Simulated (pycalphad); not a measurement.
Source of the numbers: pycalphad with the COST 507 light-alloy database (1999); pressure 1 atm. These are 1990s assessments: newer ones move some temperatures and phases. Amounts are mole fractions of atoms.

Question: Give the equilibrium state of Sn-0.2913Si (wt.%) at 727 °C.

Answer: 
```
T = 1000.00 K, P = 101325 Pa, N = 1 mol of atoms
G = -72150 J/mol, H = 27309 J/mol, S = 99.46 J/(mol K)  (SER reference)
chemical potentials (J/mol): Sn -72666, Si -30382
phase             fraction      x(Sn)      x(Si)
LIQUID              0.9913     0.9965     0.0035
DIAMOND_A4          0.0087   4.36e-07     1.0000
```

DIAMOND_A4 is diamond (Si).
